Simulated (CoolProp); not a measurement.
R1233zd(E) at several states: fugacity coefficient from the reference equation and from simpler models built on Tc = 438.9 K, pc = 3.583 MPa, ω = 0.304; each cubic takes its own stable root.

Model: reference Helmholtz-energy equation of state, Akasaka 2022, in CoolProp.

```
T (K)  p (MPa)   phase  reference  van der Waals  Redlich-Kwong  Soave-Redlich-Kwong  Peng-Robinson
-----  -------  ------  ---------  -------------  -------------  -------------------  -------------
417.8   0.0187     gas     0.9978         0.9983         0.9980               0.9979         0.9977
416.5   0.0293     gas     0.9965         0.9972         0.9968               0.9967         0.9963
217.7   0.0118  liquid     0.1684         0.9952         0.6113               0.1627         0.1772
176.7     7.16  liquid   7.901e-6       0.005504       5.132e-5             8.283e-6       9.581e-6
266.2   0.0127     gas     0.9933         0.9967         0.9952               0.9945         0.9943
```

At some of these states van der Waals gives the other phase, because its saturation line lies elsewhere.
